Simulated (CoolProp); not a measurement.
Vapour-liquid equilibrium of ethylbenzene (1) + m-xylene (2) at 17.2 bar; x and y are mole fractions of (1).

The numbers come from the multi-fluid Helmholtz-energy mixture model, Zhou 2012 and Zhou 2012; pair parameters Bell 2016 in CoolProp.

```tsv
x	bubble temperature (K)	y at the bubble point	dew temperature at overall composition x (K)	liquid density (mol/L)
0.05	560.7	0.051	560.7	5.293
0.125	560.5	0.127	560.5	5.299
0.2	560.3	0.203	560.3	5.305
0.275	560.1	0.279	560.1	5.311
0.35	560.0	0.354	560.0	5.318
0.425	559.8	0.429	559.8	5.324
0.5	559.7	0.504	559.7	5.330
0.575	559.5	0.579	559.5	5.337
0.65	559.4	0.653	559.4	5.343
0.725	559.3	0.728	559.3	5.350
0.8	559.1	0.802	559.1	5.357
0.875	559.0	0.876	559.0	5.364
0.95	558.9	0.951	558.9	5.370
```

No azeotrope shows between x = 0.05 and 0.95.

Pair parameters are fitted to limited data, so mixtures are less certain than the pure fluids.
